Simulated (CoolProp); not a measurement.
Vapour pressure (bar) of R114: the reference equation beside estimates from Tc = 420.6 K, pc = 33.52 bar, ω = 0.252.

The numbers come from the reference Helmholtz-energy equation of state, Platzer 1990 in CoolProp. This equation is an older, rougher fit; its heat capacities, sound speeds and derivatives of the liquid may be far off and weren't checked against measurements.

```tsv
T (K)	reference	Lee-Kesler	Redlich-Kwong
325	4.695	4.681	6.406
332.6	5.716	5.705	7.587
340.1	6.878	6.869	8.891
347.6	8.207	8.198	10.34
355.1	9.718	9.708	11.95
362.6	11.43	11.41	13.71
370.1	13.35	13.33	15.65
377.6	15.50	15.48	17.75
385.2	17.95	17.92	20.07
392.7	20.63	20.60	22.55
400.2	23.61	23.59	25.23
```

Absolute difference from the reference over all 11 rows, mean and median: Lee-Kesler 0.2 and 0.1 %, Redlich-Kwong 20.6 and 19.9 %.
